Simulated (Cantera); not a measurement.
## Thermodynamics of aluminium nitride and oxide growth, feed Al + HCl + N₂

Feed: 1 mol Al, 2.4 mol HCl, 18 mol N₂, equilibrated at 7.35 Torr.

Cantera equilibrium calculation (NASA polynomials, part measured and part estimated; ideal gas, pure solids and liquids). Candidate condensed phases: Al, AlCl₃, AlN, NH₄Cl; 20 gas species. The tables' values for AlCl₂ are old estimates; treat these amounts as uncertain. The numbers say what is thermodynamically allowed, not how fast it happens.

From 998 K to 1398 K the condensed part is AlN(s). The main Al-bearing gas is AlCl₃ throughout. The share of Al in condensed phases is highest at 998 K (39.7 %) and lowest at 1398 K (34.5 %).

```tsv
T (K)	x N₂	x H₂	x AlCl₃	x HCl	x AlCl₂	n AlN(s)
998	0.895	0.0454	0.0303	0.0298	1.22e-6	0.397
1048	0.895	0.0457	0.0305	0.0291	4.13e-6	0.393
1098	0.895	0.0460	0.0307	0.0286	1.25e-5	0.389
1148	0.895	0.0463	0.0308	0.0280	3.41e-5	0.386
1198	0.895	0.0465	0.0309	0.0276	8.55e-5	0.382
1248	0.895	0.0467	0.0310	0.0271	0.000199	0.378
1298	0.895	0.0469	0.0310	0.0267	0.000431	0.373
1348	0.895	0.0471	0.0307	0.0263	0.000879	0.364
1398	0.894	0.0473	0.0300	0.0258	0.00168	0.345
```
x: gas mole fraction; n: condensed amount in mol.
